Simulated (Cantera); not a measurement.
FeCl3 + H2O + N2 (halide evaporation, hydrolysis and transport)

Input: 1 mol FeCl3, 1.2 mol H2O, 1.7 mol N2, at 750 Torr.

These are equilibrium values from Cantera (NASA tables, ideal gas, pure condensed phases), not measurements of a reactor. Candidate condensed phases: Fe, FeCl2, FeCl3, FeO, Fe(OH)2, Fe(OH)3, Fe2O3, Fe3O4, H2O, NH4Cl; 37 gas species. Condensed phases not in the tables: FeOCl. The numbers say what is thermodynamically allowed, not how fast it happens.

```tsv
T (°C)	x HCl	x N2	x FeCl2	x H2O	x FeCl3	x O2	x Fe2Cl6	x Cl2	x Cl	n FeCl2(s)	n Fe2O3(s)	n Fe3O4(s)
502	0.548	0.406	3.73e-5	0.0128	0.00969	3.66e-11	0.0229	0.000376	9.95e-8	0.00297	0.382	0
577	0.544	0.404	0.000447	0.0130	0.0216	1.02e-10	0.0170	0.000271	4.60e-7	0	0.382	0
652	0.537	0.401	0.00149	0.0144	0.0359	4.92e-9	0.00958	0.000847	3.37e-6	0	0.380	0
727	0.528	0.399	0.00368	0.0171	0.0460	1.29e-7	0.00416	0.00198	1.73e-5	0	0.376	0
802	0.518	0.397	0.00731	0.0213	0.0501	2.13e-6	0.00158	0.00380	6.80e-5	0	0.370	0
877	0.507	0.397	0.0126	0.0264	0.0501	2.39e-5	0.000594	0.00636	0.000219	0	0.362	0
952	0.494	0.396	0.0199	0.0324	0.0476	0.000190	0.000229	0.00948	0.000594	0	0.353	0
1027	0.478	0.394	0.0298	0.0391	0.0435	0.00104	9.07e-5	0.0123	0.00138	0	0.341	0
1102	0.460	0.392	0.0437	0.0467	0.0380	0.00369	3.58e-5	0.0133	0.00269	0	0.322	0
1177	0.437	0.388	0.0627	0.0555	0.0312	0.00869	1.35e-5	0.0118	0.00448	0	0.293	0
1252	0.409	0.384	0.0856	0.0663	0.0237	0.0152	4.63e-6	0.00899	0.00654	0	0.257	0
1327	0.380	0.377	0.104	0.0759	0.0174	0.0281	1.55e-6	0.00738	0.00944	0	0	0.150
1402	0.353	0.373	0.124	0.0870	0.0117	0.0323	4.58e-7	0.00487	0.0117	0	0	0.126
```
x: gas mole fraction; n: condensed amount in mol.

At 502 °C the condensed part is FeCl2(s) + Fe2O3(s). From 577 °C to 1252 °C the condensed part is Fe2O3(s). From 1327 °C to 1402 °C the condensed part is Fe3O4(s). The main Fe-bearing gas is Fe2Cl6 at 502 °C and FeCl2 at 1402 °C. The share of Fe in condensed phases is highest at 502 °C (76.7 %) and lowest at 1402 °C (37.9 %).
